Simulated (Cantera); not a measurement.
Feed: 1 mol Si, 4.9 mol Cl₂, 34 mol N₂, at 34.0 Pa.

Cantera equilibrium calculation (NASA polynomials, part measured and part estimated; ideal gas, pure solids and liquids). Candidate condensed phases: Si, Si₃N₄; 13 gas species. The tables' values for SiCl₃ are old estimates; treat these amounts as uncertain. Rates play no part.

### Question
At 1150 °C, list the 4 most abundant gas species with their mole fractions, and the condensed phases.

### Answer
N₂ 0.838, Cl 0.133, SiCl₄ 0.0245, Cl₂ 0.00522. Condensed: gas only.
